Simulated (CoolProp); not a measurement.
Vapour-liquid equilibrium of propane (1) + cyclopropane (2) at 316.5 K; x and y are mole fractions of (1).

The numbers come from the multi-fluid Helmholtz-energy mixture model, Lemmon 2009 and Polt 1992; pair parameters Bell 2016 in CoolProp. This equation is an older, rougher fit; its heat capacities, sound speeds and derivatives of the liquid may be far off and weren't checked against measurements.

Q: Give the bubble pressure and the first vapour's composition at x = 0.2, 0.35, 0.725. Is there an azeotrope?

A: x = 0.2: 12.67 bar, y = 0.252; x = 0.35: 13.37 bar, y = 0.409; x = 0.725: 14.54 bar, y = 0.746. No azeotrope shows between x = 0.05 and 0.95.

The pair parameters rest on a limited set of measurements; away from them the model extrapolates.
